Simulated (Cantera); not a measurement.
Pyrogenic steam for wet oxidation

A perfectly stirred reactor is fed with 30.6 % H2, 20.4 % O2, 49.0 % N2, equivalence ratio 0.75, at 0.132 atm; it is held at 1150 K, and followed from long to short residence time.

Cantera simulation using GRI-Mech 3.0 (53 species, 325 reactions); the numbers are that mechanism's predictions, not measurements. The temperature is held fixed by assumption; the heat of reaction is taken as removed at once.

| τ (s) | x H2 | x O2 | x HO2 | x NO | x O |
|---|---|---|---|---|---|
| 1.5 | 0.000518 | 0.0604 | 6.53e-6 | 1.23e-7 | 7.35e-5 |
| 0.78 | 0.000796 | 0.0604 | 8.30e-6 | 1.46e-7 | 0.000115 |
| 0.41 | 0.00121 | 0.0606 | 1.01e-5 | 1.91e-7 | 0.000179 |
| 0.22 | 0.00180 | 0.0608 | 1.18e-5 | 2.64e-7 | 0.000273 |
| 0.12 | 0.00264 | 0.0611 | 1.33e-5 | 3.72e-7 | 0.000410 |
| 0.063 | 0.00394 | 0.0617 | 1.47e-5 | 5.43e-7 | 0.000626 |
| 0.034 | 0.00574 | 0.0625 | 1.58e-5 | 7.78e-7 | 0.000932 |
| 0.018 | 0.00837 | 0.0637 | 1.68e-5 | 1.11e-6 | 0.00140 |
| 0.0096 | 0.0120 | 0.0655 | 1.77e-5 | 1.53e-6 | 0.00206 |
| 0.0051 | 0.0170 | 0.0681 | 1.85e-5 | 2.04e-6 | 0.00301 |
x: mole fraction; the columns are a selection and need not sum to one.
